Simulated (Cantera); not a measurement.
Charge: 1 mol FeCl3, 100 mol N2, at 1850 K and 0.000180 bar.

These are equilibrium values from Cantera (NASA tables, ideal gas, pure condensed phases), not measurements of a reactor. Candidate condensed phases: Fe, FeCl2, FeCl3; 10 gas species. Kinetics and transport are ignored.

Base state: N2 0.972, Cl 0.0182, FeCl2 0.00548, Fe 0.00423, FeCl 1.73e-5 (mole fractions); condensed: gas only.

**Question.** What changes in the equilibrium state with this change: temperature from 1850 K to 898 K?

**Answer.** 
```
species   before     after
-------  -------  --------
N2         0.972     0.987
FeCl2    0.00548   0.00532
FeCl3    2.86e-8   0.00456
Cl        0.0182  0.000267
Fe       0.00423     <1e-9
FeCl     1.73e-5     <1e-9
```
